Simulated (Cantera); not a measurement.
Feed: 1 mol CH₃SiCl₃, 0.26 mol C₂H₄, 320 mol H₂, 0.19 mol HCl, equilibrated at 1000 °C and 100 Torr.

Equilibrium computed with Cantera from the NASA thermochemical tables; the gas is ideal and each condensed phase is pure. Candidate condensed phases: C, C₆H₆, C₇H₈, C₈H₁₈, Si, SiC; 109 gas species. The feed counts by its element totals alone. Equilibrium is a limit: real reactors are often held back by kinetics, nucleation or transport.

Base state: H₂ 0.989, HCl 0.00986, CH₄ 0.00122 (mole fractions); condensed: C(graphite) + SiC(s).

Q: What changes in the equilibrium state with this change: pressure from 100 Torr to 8.25 Torr?

A: 
| species | before | after |
|---|---|---|
| H₂ | 0.989 | 0.990 |
| HCl | 0.00986 | 0.00985 |
| CH₄ | 0.00122 | 0.000101 |
| C(graphite), mol | 0.124 | 0.487 |
| SiC(s), mol | 1.000 | 1.000 |
